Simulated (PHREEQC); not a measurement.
# Leach liquor: speciation

Make-up at 25 °C: 0.018 mol H2SO4, 4.5e-05 mol NiSO4 and 0.29 mol Na2SO4 per kg of water. Closed to the air; pH follows from the charge balance.

Equilibrium calculation in PHREEQC: ion-association model, wateq4f.dat.

No solid was allowed to form.

Problem. What pH, activity of water, ionic strength does the model give?

Solution. pH 2.26; activity of water 0.986; ionic strength 0.689 mol/kgw.

Problem. In which forms is Na present?

Solution. Na+ 85 %, NaSO4- 15 % of the Na.

Species that the database lacks are ignored.
